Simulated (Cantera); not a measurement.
Feed: 1 mol SiCl4, 89 mol H2, 0.26 mol HCl, held at 752 °C.

Cantera equilibrium calculation (NASA polynomials, part measured and part estimated; ideal gas, pure solids and liquids). Candidate condensed phases: Si; 19 gas species. Kinetics and transport are ignored.

Problem. Which condensed phases are stable at each of these points (P (Pa)): 100, 350, 1300, 4500, 16000, 56000, 200000?

Solution. 
```tsv
P (Pa)	condensed phases	Si condensed (%)
100	Si(s)	54.4
350	Si(s)	43.0
1300	Si(s)	30.0
4500	Si(s)	18.0
16000	Si(s)	6.5
56000	gas only	0.0
200000	gas only	0.0
```

From 0.750 Torr to 120 Torr the condensed part is Si(s). From 420 Torr to 1500 Torr nothing is condensed.
